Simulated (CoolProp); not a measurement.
Vapour-liquid equilibrium of ethylene (1) + propylene (2) at 223.7 K; x and y are mole fractions of (1).

Model: multi-fluid Helmholtz-energy mixture model, Smukala 2000 and Lemmon 2013; pair parameters Bell 2016, in CoolProp.

| x | bubble pressure, mixture model (bar) | bubble pressure, Raoult's law (bar) | y, mixture model | y, Raoult's law |
|---|---|---|---|---|
| 0.05 | 1.415 | 1.426 | 0.363 | 0.379 |
| 0.2 | 2.880 | 2.908 | 0.723 | 0.744 |
| 0.35 | 4.339 | 4.390 | 0.842 | 0.862 |
| 0.5 | 5.778 | 5.871 | 0.902 | 0.921 |
| 0.65 | 7.211 | 7.353 | 0.940 | 0.956 |
| 0.8 | 8.677 | 8.835 | 0.968 | 0.979 |
| 0.95 | 10.25 | 10.32 | 0.992 | 0.995 |

The largest gap from Raoult's law is -1.9 % in bubble pressure, at x = 0.65. No azeotrope shows between x = 0.05 and 0.95.

The pair parameters rest on a limited set of measurements; away from them the model extrapolates.
